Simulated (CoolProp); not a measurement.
Vapour-liquid equilibrium of R125 (1) + fluoroethane (R161) (2) at 183.7 K; x and y are mole fractions of (1).

The numbers come from the multi-fluid Helmholtz-energy mixture model, Lemmon 2005 and Wu 2012; pair parameters Bell 2016 in CoolProp.

| x | bubble pressure, mixture model (bar) | bubble pressure, Raoult's law (bar) | y, mixture model | y, Raoult's law |
|---|---|---|---|---|
| 0.05 | 0.04303 | 0.04361 | 0.077 | 0.087 |
| 0.125 | 0.04529 | 0.04618 | 0.198 | 0.206 |
| 0.2 | 0.04812 | 0.04875 | 0.319 | 0.312 |
| 0.275 | 0.05137 | 0.05131 | 0.429 | 0.408 |
| 0.35 | 0.05481 | 0.05388 | 0.526 | 0.495 |
| 0.425 | 0.05826 | 0.05645 | 0.608 | 0.573 |
| 0.5 | 0.06156 | 0.05902 | 0.677 | 0.645 |
| 0.575 | 0.06460 | 0.06158 | 0.736 | 0.711 |
| 0.65 | 0.06732 | 0.06415 | 0.786 | 0.771 |
| 0.725 | 0.06974 | 0.06672 | 0.831 | 0.827 |
| 0.8 | 0.07185 | 0.06928 | 0.873 | 0.879 |
| 0.875 | 0.07370 | 0.07185 | 0.915 | 0.927 |
| 0.95 | 0.07528 | 0.07442 | 0.963 | 0.972 |

The largest gap from Raoult's law is +4.9 % in bubble pressure, at x = 0.65. No azeotrope shows between x = 0.05 and 0.95.

The pair parameters rest on a limited set of measurements; away from them the model extrapolates. The gap from Raoult's law changes sign with composition, which may be real or a fault of the pair parameters; it wasn't checked against measurements.
